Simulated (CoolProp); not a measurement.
Vapour-liquid equilibrium of R113 (1) + ethanol (2) at 431.6 K; x and y are mole fractions of (1).

Values from CoolProp's multi-fluid Helmholtz-energy mixture model, Marx 1992 and Schroeder 2014; pair parameters Bell 2016.

```csv
x,"bubble pressure, mixture model (kPa)","bubble pressure, Raoult's law (kPa)","y, mixture model","y, Raoult's law"
0.05,1406,1222,0.154,0.058
0.15,1657,1242,…,0.171
0.25,1792,1263,…,0.281
0.35,1864,1283,0.457,0.386
0.45,1901,1304,…,0.489
0.55,1913,1325,0.547,0.588
0.65,…,1345,…,0.685
0.75,1841,1366,0.667,0.778
0.85,…,1386,…,0.869
0.95,…,1407,0.899,0.957
```

**Question.** What belongs in the gaps?

**Answer.** 
- 0.15, y, mixture model: 0.317
- 0.25, y, mixture model: 0.402
- 0.45, y, mixture model: 0.502
- 0.65, bubble pressure, mixture model (kPa): 1896
- 0.65, y, mixture model: 0.600
- 0.85, bubble pressure, mixture model (kPa): 1732
- 0.85, y, mixture model: 0.760
- 0.95, bubble pressure, mixture model (kPa): 1547

The largest gap from Raoult's law is +45.8 % in bubble pressure, at x = 0.45. y crosses x between x = 0.45 and 0.55: the model has an azeotrope there.

Pair parameters are fitted to limited data, so mixtures are less certain than the pure fluids.
